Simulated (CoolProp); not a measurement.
Saturation properties of n-pentane (Tc = 196.5 °C, pc = 3368 kPa, ω = 0.251).

The numbers come from the reference Helmholtz-energy equation of state, Thol 2019 in CoolProp.

```
T (°C)  p (kPa)  vapour Z  liquid conductivity (mW/(m K))
------  -------  --------  ------------------------------
-38.05      [?]    0.9968                             136
-19.95    9.057    0.9926                             129
-1.95     22.36    0.9853                             122
16.05     48.45    0.9741                             115
34.15     94.89       [?]                             109
52.15     170.1    0.9365                             102
70.25       [?]       [?]                             [?]
88.25     451.3    0.8745                            90.9
```

### Question
Some entries are withheld; supply them.

### Answer

- -38.05, p (kPa): 3.091
- 34.15, vapour Z: 0.9580
- 70.25, p (kPa): 285.5
- 70.25, vapour Z: 0.9088
- 70.25, liquid conductivity (mW/(m K)): 96.4

It boils at 36.1 °C under 1 atm.

Thermal conductivity comes from a separate model (Vassiliou 2015).
